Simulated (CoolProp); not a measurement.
n-pentane along the isotherm 511.7 K: fugacity coefficient from the reference equation and from simpler models built on Tc = 469.7 K, pc = 33.68 bar, ω = 0.251; each cubic takes its own stable root.

Model: reference Helmholtz-energy equation of state, Thol 2019, in CoolProp.

```tsv
p (bar)	phase	reference	van der Waals	Peng-Robinson
0.16	gas	0.9988	0.9989	0.9986
0.303	gas	0.9977	0.9978	0.9974
0.574	gas	0.9956	0.9959	0.9951
1.09	gas	0.9917	0.9922	0.9907
2.06	gas	0.9844	0.9853	0.9824
3.91	gas	0.9705	0.9721	0.9668
7.41	gas	0.9445	0.9473	0.9377
14.1	gas	0.8955	0.9001	0.8837
26.6	gas	0.8064	0.8122	0.7878
50.5	supercritical	0.6410	0.6347	0.6214
```
